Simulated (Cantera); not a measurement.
What does this Cantera script print?

```python
import numpy as np
import cantera as ct

gas_names = [...]  # 151 gases of nasa_gas.yaml made of C, H, N, O, Si
cond_names = """
    C(gr) C6H6(L) C7H8(L) C8H18(L),n-octa H2O(s) H2O(L) Si(cr) Si(L) SiC(b) SiO2(Lqz) SiO2(hqz) SiO2(L)
    Si2N2O(s) Si3N4(a)
""".split()


# ... load() reads the species with a 1 bar reference pressure and builds the phases ...
atoms = {
    'Si3N4': {'Si': 3, 'N': 4},
    'CO2': {'C': 1, 'O': 2},
    'H2': {'H': 2},
}
top_T = {'C(gr)': 4500, 'SiC(b)': 3050, 'Si2N2O(s)': 2100, 'Si3N4(a)': 2400}  # K; cautious upper limits of use, not melting points


# ... equilibrate(T, P, feed) seeds the gas with the atoms and calls Mixture.equilibrate('TP', solver="vcs", rtol=1e-11, max_steps=5000) ...
results = []
feed = {'Si3N4': 1, 'CO2': 0.23, 'H2': 17}  # mol
P = 330000  # Pa
for T in [1048, 1148, 1248, 1348, 1448, 1548, 1648, 1748, 1848, 1948, 2048]:
    mix = equilibrate(T, P, feed)
    results.append((T, P, feed, dict(zip(mix.species_names, mix.species_moles))))

top = {s: max(r[3][s] / sum(r[3][g] for g in gas_names) for r in results) for s in gas_names}
cols = sorted((s for s in top if top[s] > 1e-06), key=lambda s: -top[s])[:8]
seen = [c for c in cond_names if any(r[3].get(c, 0) > 1e-12 for r in results)]
print("log10 of partial pressures in bar; condensed amounts in mol")
print(f"{'T/K':>10s}" + "".join(f"{s[:9]:>10s}" for s in cols + seen))
for T, P, feed, n in results:
    ng = sum(n[g] for g in gas_names)
    print(f"{T:10.4g}" + "".join(f"{np.log10(max(n[s] / ng * P / 1e5, 1e-99)):10.3f}" for s in cols)
          + "".join(f"{n.get(c, 0):10.4g}" for c in seen))
```

Result:

```
log10 of partial pressures in bar; condensed amounts in mol
       T/K        H2        N2       CH4       SiO        CO         H       HCN       NH3     Si(L)    SiC(b) Si2N2O(s)  Si3N4(a)
      1048     0.509    -1.527    -1.348   -15.739   -10.633    -7.858    -6.607    -3.368         0         0      0.46    0.6933
      1148     0.509    -1.526    -1.348   -13.200    -8.808    -6.891    -5.640    -3.609         0         0      0.46    0.6933
      1248     0.509    -1.526    -1.348   -11.074    -7.278    -6.076    -4.827    -3.812         0         0      0.46    0.6933
      1348     0.509    -1.526    -1.349    -9.269    -5.977    -5.381    -4.136    -3.987         0         0      0.46    0.6933
      1448     0.509    -1.444    -1.460    -7.746    -4.942    -4.781    -3.610    -4.096         0    0.0495    0.4599    0.6769
      1548     0.510    -1.291    -1.969    -6.451    -4.430    -4.256    -3.525    -4.149         0    0.1719    0.4598    0.6362
      1648     0.511    -1.253    -2.479    -5.285    -4.076    -3.795    -3.562    -4.245         0    0.2106    0.4595    0.6234
      1748     0.511    -1.242    -2.944    -4.249    -3.785    -3.386    -3.620    -4.341         0    0.2218    0.4588    0.6201
      1848     0.511    -1.238    -3.361    -3.326    -3.532    -3.020    -3.678    -4.430         0     0.225     0.456    0.6201
      1948     0.507    -1.089    -3.644    -2.550    -3.159    -2.694    -3.560    -4.442    0.1873    0.2235    0.4414    0.5632
      2048     0.476    -0.544    -3.660    -1.972    -2.359    -2.412    -2.971    -4.289     1.989    0.1973    0.3746         0
```

These are equilibrium values from Cantera (NASA tables, ideal gas, pure condensed phases), not measurements of a reactor. Mutual solubility and eutectic melting of coexisting phases are not modelled. Gases not in the tables: Si2H6 and higher silanes.
